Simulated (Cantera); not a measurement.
A closed system holds: 1 mol SiH4, 0.53 mol NO, 12 mol N2, held at 0.135 Torr.

These are equilibrium values from Cantera (NASA tables, ideal gas, pure condensed phases), not measurements of a reactor. Candidate condensed phases: H2O, Si, SiO2, Si2N2O, Si3N4; 35 gas species. The tables' values for SiN are old estimates; treat these amounts as uncertain. Kinetics and transport are ignored.

Q: At 1823 K, list the 4 most abundant gas species with their mole fractions, and the condensed phases.

A: N2 0.803, H2 0.125, SiO 0.0347, Si 0.0246. Condensed: Si(l).
